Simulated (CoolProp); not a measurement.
Vapour-liquid equilibrium of cyclohexane (1) + p-xylene (2) at 64.35 °C; x and y are mole fractions of (1).

The numbers come from the multi-fluid Helmholtz-energy mixture model, Zhou 2014 and Zhou 2012; pair parameters Bell 2016 in CoolProp.

```
x      bubble pressure (kPa)  y at the bubble point  dew pressure at overall composition x (kPa)  liquid density (mol/L)
-----  ---------------------  ---------------------  -------------------------------------------  ----------------------
0.05                   12.00                  0.341                                        8.687                   7.788
0.125             (withheld)                  0.572                                   (withheld)                   7.855
0.2                    21.89                  0.689                                        10.13                   7.923
0.275                  26.25                  0.762                                        11.05                   7.991
0.35                   30.29                  0.811                                        12.15                   8.062
0.425             (withheld)                  0.848                                        13.48                   8.133
0.5                    37.65                  0.877                                        15.14                   8.206
0.575             (withheld)                  0.900                                        17.26                   8.281
0.65                   44.41             (withheld)                                        20.05                   8.358
0.725                  47.71                  0.940                                        23.85                   8.436
0.8                    51.01                  0.957                                   (withheld)                   8.517
0.875             (withheld)             (withheld)                                        37.44                   8.600
0.95                   57.85                  0.989                                        49.67                   8.685
```

Problem. What belongs in the gaps?

Solution. 
- 0.125, bubble pressure (kPa): 17.16
- 0.125, dew pressure at overall composition x (kPa): 9.355
- 0.425, bubble pressure (kPa): 34.07
- 0.575, bubble pressure (kPa): 41.08
- 0.65, y at the bubble point: 0.921
- 0.8, dew pressure at overall composition x (kPa): 29.30
- 0.875, bubble pressure (kPa): 54.38
- 0.875, y at the bubble point: 0.973

No azeotrope shows between x = 0.05 and 0.95.

Pair parameters are fitted to limited data, so mixtures are less certain than the pure fluids.
